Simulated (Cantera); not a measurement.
Charge: 1 mol CH₂F₂, 0.012 mol CH₄, 0.57 mol H₂, equilibrated at 3225 °C and 13300 Pa.

Cantera equilibrium calculation (NASA polynomials, part measured and part estimated; ideal gas, pure solids and liquids). Candidate condensed phases: C, C₆H₆, C₇H₈, C₈H₁₈; 95 gas species. Rates play no part.

Base state: HF 0.486, H 0.306, C₃ 0.0649, F 0.0555, H₂ 0.0360, C 0.0147, C₂ 0.0108, CF 0.0103 (mole fractions); condensed: gas only.

**Question.** What changes in the equilibrium state with this change: pressure from 13300 Pa to 1330 Pa?

**Answer.** 
```csv
species,before,after
H,0.306,0.442
HF,0.486,0.237
F,0.0555,0.187
H₂,0.0360,0.00754
C,0.0147,0.0570
C₃,0.0649,0.0375
C₂,0.0108,0.0162
CF,0.0103,0.0134
C₄H₂,0.000138,6.46e-7
C₂H₂ (vinylidene),2.89e-5,9.04e-7
C₂H₂ (acetylene),0.00345,0.000108
C₂HF,8.72e-5,6.35e-6
CH₂,1.45e-5,1.17e-6
```

**Question.** What changes in the equilibrium state with this change: CH₂F₂ replaced by CCl₄?

**Answer.** 
```tsv
species	before	after
Cl	0	0.708
H	0.306	0.146
HCl	0	0.0602
HF	0.486	0
F	0.0555	0
CF	0.0103	0
H₂	0.0360	0.00825
C₃	0.0649	0.0488
C₂	0.0108	0.00897
C	0.0147	0.0134
CCl	0	0.000233
CF₂	0.000200	0
```
The tables' values for CCl are old estimates; treat these amounts as uncertain.
